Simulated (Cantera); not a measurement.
A closed system holds: 1 mol Si2Cl6, 0.35 mol Cl2, 3.4 mol H2, held at 950 K and 52.0 mbar.

Cantera equilibrium calculation (NASA polynomials, part measured and part estimated; ideal gas, pure solids and liquids). Candidate condensed phases: Si; 19 gas species. The feed counts by its element totals alone. The tables' values for SiCl3 are old estimates; treat these amounts as uncertain. Equilibrium is a limit: real reactors are often held back by kinetics, nucleation or transport.

Base state: H2 0.641, SiCl4 0.288, SiHCl3 0.0501, HCl 0.0169, SiCl3 0.00243, SiH2Cl2 0.000884, SiCl2 0.000682 (mole fractions); condensed: Si(s).

Question: What changes in the equilibrium state with this change: 0.52 mol CH4 added?

Answer: 
```tsv
species	before	after
H2	0.641	0.639
SiCl4	0.288	0.232
HCl	0.0169	0.119
SiHCl3	0.0501	0.00571
CH4	0	0.00272
SiH2Cl2	0.000884	1.42e-5
SiCl2	0.000682	1.10e-5
SiCl3	0.00243	0.000277
Si(s), mol	0.276	0
SiC(s), mol	0	0.503
```
Further candidate phases: C, C6H6, C7H8, C8H18, SiC.
